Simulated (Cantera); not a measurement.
Mixture: CH4 : O2 : N2 = 1 : 4.55 : 18.2 (molar parts), equivalence ratio 0.44, at 0.850 bar, adiabatic and at constant volume. Ignition delay is the time to a rise of 400 K.

Computed with Cantera and GRI-Mech 3.0 (53 species, 325 reactions).

### Question
Predict: delay at 1100 K; delay at 1250 K; delay at 1400 K; delay at 1550 K; apparent activation energy between 1475 and 1625 K.

### Answer
| Quantity | Result |
|---|---|
| delay at 1100 K | 0.163 s |
| delay at 1250 K | 17.4 ms |
| delay at 1400 K | 2.78 ms |
| delay at 1550 K | 0.679 ms |
| apparent activation energy between 1475 and 1625 K | 160 kJ/mol |
